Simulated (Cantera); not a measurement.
Feed: 1 mol V₂O₅, 0.32 mol H₂, 0.45 mol N₂, equilibrated at 1050 °C and 1.33 mbar.

Method: chemical equilibrium by Gibbs-energy minimisation in Cantera with the NASA 1993 tables (ideal gas, pure condensed phases). Candidate condensed phases: H₂O, V, VN, VO, V₂O₃, V₂O₄, V₂O₅; 28 gas species. Condensed phases not in the tables: the oxides between V₂O₃ and V₂O₅ other than VO₂. Kinetics and transport are ignored.

Base state: N₂ 0.405, O₂ 0.306, H₂O 0.288, NO 0.000397, OH 0.000133 (mole fractions); condensed: V₂O₄(s).

Question: What changes in the equilibrium state with this change: temperature from 1050 °C to 1727 °C?

Answer: 
| species | before | after |
|---|---|---|
| VO₂ | 5.65e-7 | 0.346 |
| N₂ | 0.405 | 0.259 |
| O₂ | 0.306 | 0.190 |
| OH | 0.000133 | 0.0138 |
| H₂O | 0.288 | 0.174 |
| H | 5.91e-8 | 0.00250 |
| VO | <1e-9 | 2.70e-5 |
| O | 4.03e-6 | 0.00798 |
| V₂O₄(s), mol | 1.00 | 0 |
| V₂O₄(l), mol | 0 | 0.702 |

Question: What changes in the equilibrium state with this change: H₂ from 0.32 to 0.64 mol?

Answer: 
```csv
species,before,after
H₂O,0.288,0.504
N₂,0.405,0.354
O₂,0.306,0.142
NO,0.000397,0.000252
OH,0.000133,0.000145
"V₂O₄(s), mol",1.00,1.00
```
